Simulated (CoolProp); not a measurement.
A single-stage vapour-compression cycle with propane: evaporating at 222.15 K (dew point), condensing at 246.15 K (bubble point), superheat 8 K, subcooling 5 K, compressor efficiency 0.85, no pressure losses. Each further row changes one setting.

The numbers come from the reference Helmholtz-energy equation of state, Lemmon 2009 in CoolProp.

```tsv
case	cooling COP	pressure ratio	discharge temperature (K)	refrigerating effect (kJ/kg)	volumetric capacity (kJ/m³)
as stated	___	2.80	269.9	403	641
evaporating temperature 227.15 K	9.70	___	266.0	___	___
condensing temperature 241.15 K	9.48	2.30	___	415	659
subcooling 10 K	___	2.80	269.9	415	659
superheat 18 K	7.31	2.80	280.3	___	634
compressor efficiency 0.75	___	2.80	274.4	403	641
```

**Question.** Some entries are withheld; supply them.

**Answer.** 
- as stated, cooling COP: 7.38
- evaporating temperature 227.15 K, pressure ratio: 2.22
- evaporating temperature 227.15 K, refrigerating effect (kJ/kg): 409
- evaporating temperature 227.15 K, volumetric capacity (kJ/m³): 809
- condensing temperature 241.15 K, discharge temperature (K): 262.2
- subcooling 10 K, cooling COP: 7.59
- superheat 18 K, refrigerating effect (kJ/kg): 417
- compressor efficiency 0.75, cooling COP: 6.51
